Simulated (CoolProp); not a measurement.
Values from CoolProp's reference Helmholtz-energy equation of state, Akasaka 2023.

For R1336mzz(E), give the phase and the density (kg/m³), cp (kJ/(kg K)), Joule-Thomson coefficient (K/MPa), isothermal compressibility (1/MPa) at 366.7 K and 781 kPa; 381.2 K and 781 kPa; 405.2 K and 781 kPa.


- 366.7 K and 781 kPa: gas; density 50.1, cp 0.972, Joule-Thomson coefficient 17.0, isothermal compressibility 1.57
- 381.2 K and 781 kPa: gas; density 46.8, cp 0.964, Joule-Thomson coefficient 14.7, isothermal compressibility 1.51
- 405.2 K and 781 kPa: gas; density 42.6, cp 0.960, Joule-Thomson coefficient 11.9, isothermal compressibility 1.44
